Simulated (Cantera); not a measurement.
Charge: 1 mol SiH2Cl2, 0.12 mol H2O, 5.7 mol N2, at 0.133 bar.

Cantera equilibrium calculation (NASA polynomials, part measured and part estimated; ideal gas, pure solids and liquids). Candidate condensed phases: H2O, NH4Cl, Si, SiO2, Si2N2O, Si3N4; 47 gas species. N2 is the only nitrogen source here; it is nearly inert below about 1500 K, so the nitride shown seldom forms there in practice. Mutual solubility and eutectic melting of coexisting phases are not modelled. The tables' values for SiCl3, SiCl, SiN are old estimates; treat these amounts as uncertain. Gases not in the tables: Si2H6 and higher silanes. Kinetics and transport are ignored.

log p: log10 of the partial pressure in bar; n: condensed amount in mol.

| T (°C) | log p N2 | log p HCl | log p H2 | log p SiCl2 | log p SiCl4 | log p SiO | log p SiCl3 | n Si2N2O(s) | n Si3N4(s) | n Si(l) |
|---|---|---|---|---|---|---|---|---|---|---|
| 477 | -1.01 | -1.73 | -1.93 | -12.46 | -2.32 | <-12 | -8.52 | 0.120 | 0.169 | 0 |
| 627 | -1.01 | -1.68 | -1.98 | ___ | -2.39 | <-12 | -6.63 | 0.120 | 0.181 | 0 |
| 777 | -1.01 | -1.64 | -2.02 | -6.88 | -2.44 | <-12 | -5.29 | 0.120 | 0.189 | 0 |
| 927 | -1.01 | -1.62 | -2.05 | -5.16 | -2.49 | -12.22 | -4.30 | 0.120 | 0.194 | 0 |
| 1077 | -1.01 | -1.60 | -2.07 | ___ | ___ | ___ | -3.55 | 0.120 | 0.195 | 0 |
| 1227 | -1.02 | -1.62 | -2.07 | -2.87 | -2.74 | -7.17 | -3.06 | 0.120 | 0.179 | 0 |
| 1377 | -1.02 | -1.70 | -1.99 | -2.28 | -3.30 | -5.34 | -2.96 | 0.120 | 0.126 | 0 |
| 1527 | -1.02 | -1.86 | -1.90 | -2.02 | -4.22 | -3.83 | -3.22 | 0.112 | 0.0619 | 0 |
| 1677 | -1.02 | -2.06 | -1.84 | -1.91 | -5.22 | -2.69 | -3.62 | 0 | 0.0475 | 0 |
| 1827 | -1.02 | -2.05 | -1.85 | -1.92 | -5.75 | -2.70 | -3.84 | 0 | 0 | 0.138 |

**Question.** Some entries are withheld; supply them.

**Answer.** 
- 1077, log p SiCl2: -3.85
- 1077, log p SiCl4: -2.55
- 1077, log p SiO: -9.41
- 627, log p SiCl2: -9.20
